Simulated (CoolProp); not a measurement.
Hexamethyldisiloxane (MM) along the isotherm 441.1 K: density (kg/m³) from the reference equation and from simpler models built on Tc = 518.7 K, pc = 1.931 MPa, ω = 0.418; each cubic takes its own stable root.

Model: reference Helmholtz-energy equation of state, Thol 2016, in CoolProp.

```
p (MPa)   phase  reference  van der Waals  Redlich-Kwong  Peng-Robinson
-------  ------  ---------  -------------  -------------  -------------
0.00916     gas     0.4068         0.4064         0.4066         0.4068
0.0134      gas     0.5959         0.5951         0.5955         0.5959
0.0197      gas     0.8779         0.8761         0.8771         0.8780
0.029       gas      1.296          1.292          1.295          1.297
0.0425      gas      1.908          1.900          1.904          1.909
0.0624      gas      2.821          2.803          2.812          2.822
0.0916      gas      4.183          4.143          4.164          4.185
0.134       gas      6.214          6.123          6.170          6.218
0.197       gas      9.358          9.147          9.254          9.363
0.29        gas      14.32          13.80          14.06          14.32
0.425       gas      22.40          21.05          21.68          22.35
0.624    liquid      583.0          33.11          34.87          599.1
0.916    liquid      585.3          55.97          489.7          603.3
1.34     liquid      588.4          359.5          498.6          609.1
1.97     liquid      592.8          371.8          510.0          617.0
2.9      liquid      598.7          385.3          524.2          627.3
```

At some of these states van der Waals, Redlich-Kwong gives the other phase, because its saturation line lies elsewhere.
